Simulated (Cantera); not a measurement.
What does this Cantera script print?

```python
import numpy as np
import cantera as ct

gas_names = """
    H HO2 H2 H2O H2O2 O OH O2 O3 Zr ZrO ZrO2
""".split()
cond_names = """
    H2O(s) H2O(L) Zr(a) Zr(b) Zr(L) ZrO2(a) ZrO2(b) ZrO2(L)
""".split()


# ... load() reads the species with a 1 bar reference pressure and builds the phases ...
atoms = {
    'ZrO2': {'Zr': 1, 'O': 2},
    'H2': {'H': 2},
    'H2O': {'H': 2, 'O': 1},
}
top_T = {}  # K; cautious upper limits of use, not melting points


# ... equilibrate(T, P, feed) seeds the gas with the atoms and calls Mixture.equilibrate('TP', solver="vcs", rtol=1e-11, max_steps=5000) ...
results = []
feed = {'ZrO2': 1, 'H2': 460, 'H2O': 0.36}  # mol
T = 1323.15  # K
P = 13000  # Pa
mix = equilibrate(T, P, feed)
results.append((T, P, feed, dict(zip(mix.species_names, mix.species_moles))))
x = sorted(zip(gas.X, gas.species_names), reverse=True)
print(f"T = {T:g} K  P = {P:g} Pa  gas = {mix.phase_moles(0):.4g} mol")
print("   x: " + "  ".join(f"{s} {v:.3e}" for v, s in x if v > 0.0001))
print("   condensed (mol): " + ("  ".join(f"{mix.phase(i).name} {mix.phase_moles(i):.4g}"
      for i in range(1, mix.n_phases) if mix.phase_moles(i) > 1e-12) or "none"))
```

Output:

```
T = 1323.15 K  P = 13000 Pa  gas = 460.4 mol
   x: H2 9.992e-01  H2O 7.820e-04
   condensed (mol): ZrO2(a) 1
```

Equilibrium computed with Cantera from the NASA thermochemical tables; the gas is ideal and each condensed phase is pure.
